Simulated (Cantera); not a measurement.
Feed: 1 mol SiC, 0.0027 mol H2O, 1.2 mol N2, at 2198 K and 0.00113 Torr.

Equilibrium computed with Cantera from the NASA thermochemical tables; the gas is ideal and each condensed phase is pure. Candidate condensed phases: C, C6H6, C7H8, C8H18, H2O, Si, SiC, SiO2, Si2N2O, Si3N4; 151 gas species. The tables' values for SiN are old estimates; treat these amounts as uncertain. Rates play no part.

Base state: N2 0.539, Si 0.411, SiC2 0.0392, CN 0.00355, H 0.00242, C3 0.00155, CO 0.00122, C 0.000983 (mole fractions); condensed: C(graphite).

Q: What changes in the equilibrium state with this change: pressure from 0.00113 Torr to 4500 Torr?

A: 
```json
[
 {"species": "N2", "before": "0.539", "after": "0.995"},
 {"species": "H2", "before": "2.84e-7", "after": "0.00201"},
 {"species": "CO", "before": "0.00122", "after": "0.00181"},
 {"species": "Si", "before": "0.411", "after": "2.64e-5"},
 {"species": "SiC2", "before": "0.0392", "after": "1.49e-7"},
 {"species": "SiO", "before": "2.75e-7", "after": "0.000432"},
 {"species": "C3", "before": "0.00155", "after": "<1e-9"},
 {"species": "C", "before": "0.000983", "after": "<1e-9"},
 {"species": "C(graphite), mol", "before": "0.802", "after": "0"},
 {"species": "SiC(s), mol", "before": "0", "after": "0.997"},
 {"species": "Si3N4(s), mol", "before": "0", "after": "0.000675"}
]
```
Mutual solubility and eutectic melting of coexisting phases are not modelled.
